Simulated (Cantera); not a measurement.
A Cantera script and its output.

```python
import numpy as np
import cantera as ct

gas = ct.Solution("gri30.yaml")
gas.TPX = 698, 260000, {'CH4': 1, 'H2': 0.41, 'O2': 3.34, 'N2': 12.6}
inlet = ct.Reservoir(gas, clone=True)
gas.equilibrate("HP")  # start burning
reactor = ct.IdealGasConstPressureReactor(gas, energy="on", clone=False)
exhaust = ct.Reservoir(gas, clone=True)
tau = [0.33, 0.12, 0.042, 0.015, 0.0053, 0.0019, 0.00067, 0.00024, 8.5e-05, 3e-05, 1.1e-05, 3.8e-06][0]
for a, b in ((inlet, reactor), (reactor, exhaust)):
    ct.MassFlowController(a, b, mdot=lambda t: reactor.mass / tau)
net = ct.ReactorNet([reactor])
show = ['CH4', 'H2', 'O2', 'C2H4', 'NO2', 'NO', 'HCN']

rows = []
print(f"{'tau/s':>10s}{'T/K':>9s}" + "".join(f"{s:>11s}" for s in show))
for tau in [0.33, 0.12, 0.042, 0.015, 0.0053, 0.0019, 0.00067, 0.00024, 8.5e-05, 3e-05, 1.1e-05, 3.8e-06]:
    net.initial_time = 0.0
    net.advance(30 * tau)
    before = gas.X
    net.advance(40 * tau)
    drift = np.max(np.abs(gas.X - before) / (gas.X + 1e-9))
    rows.append([gas.T, *gas[show].X, drift])
    print(f"{tau:10.3e}{gas.T:9.1f}" + "".join(f"{x:11.3e}" for x in gas[show].X))
```

It prints:

```
     tau/s      T/K        CH4         H2         O2       C2H4        NO2         NO        HCN
 3.300e-01   2090.2  5.565e-07  1.962e-04  6.492e-02  4.266e-12  2.334e-06  1.735e-03  2.824e-08
 1.200e-01   2091.5  1.469e-06  2.097e-04  6.537e-02  2.914e-11  1.151e-06  8.450e-04  3.579e-08
 4.200e-02   2090.7  3.874e-06  2.435e-04  6.562e-02  1.928e-10  5.281e-07  3.762e-04  4.091e-08
 1.500e-02   2086.8  9.265e-06  3.260e-04  6.576e-02  9.840e-10  2.752e-07  1.857e-04  4.600e-08
 5.300e-03   2077.4  2.018e-05  5.176e-04  6.593e-02  3.716e-09  1.683e-07  1.078e-04  5.457e-08
 1.900e-03   2059.4  4.064e-05  9.012e-04  6.629e-02  1.054e-08  1.094e-07  7.100e-05  7.035e-08
 6.700e-04   2027.2  8.184e-05  1.607e-03  6.709e-02  2.661e-08  6.625e-08  4.774e-05  1.002e-07
 2.400e-04   1975.6  1.704e-04  2.727e-03  6.873e-02  6.809e-08  3.848e-08  3.208e-05  1.541e-07
 8.500e-05   1895.9  4.026e-04  4.357e-03  7.217e-02  2.252e-07  2.176e-08  2.048e-05  2.511e-07
 3.000e-05   1771.3  1.328e-03  6.937e-03  8.081e-02  1.604e-06  9.909e-09  9.210e-06  4.478e-07
 1.100e-05    698.0  5.764e-02  2.363e-02  1.925e-01  1.259e-19  5.450e-22  3.491e-21  4.094e-22
 3.800e-06    698.0  5.764e-02  2.363e-02  1.925e-01  1.269e-22  5.492e-25  3.518e-24  4.125e-25
```

Detailed kinetics in Cantera: GRI-Mech 3.0 (53 species, 325 reactions).
